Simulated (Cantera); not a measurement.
Input: 1 mol Si, 2.1 mol HCl, 2.8 mol H2, equilibrated at 1273.15 K and 0.133 bar.

These are equilibrium values from Cantera (NASA tables, ideal gas, pure condensed phases), not measurements of a reactor. The tables' values for SiCl3 are old estimates; treat these amounts as uncertain. Rates play no part.

| species | before | after |
|---|---|---|
| H2 | 0.792 | 0.457 |
| HCl | 0.0929 | 0.375 |
| SiCl4 | 0.0530 | 0.150 |
| SiCl2 | 0.0282 | 0.00283 |
| SiHCl3 | 0.0181 | 0.00732 |
| SiCl3 | 0.0151 | 0.00805 |
| SiH3Cl | 1.13e-5 | 9.33e-8 |
| SiH2Cl2 | 0.000854 | 4.95e-5 |
| Si(s), mol | 0.477 | 0 |
Gas species are given as mole fractions.

Q: What was changed between the two runs?
(A) temperature from 1273.15 K to 723 K
(B) Si replaced by SiCl4
(C) HCl from 2.1 to 0.69 mol
(D) temperature from 1273.15 K to 1375 K

A: B, Si replaced by SiCl4
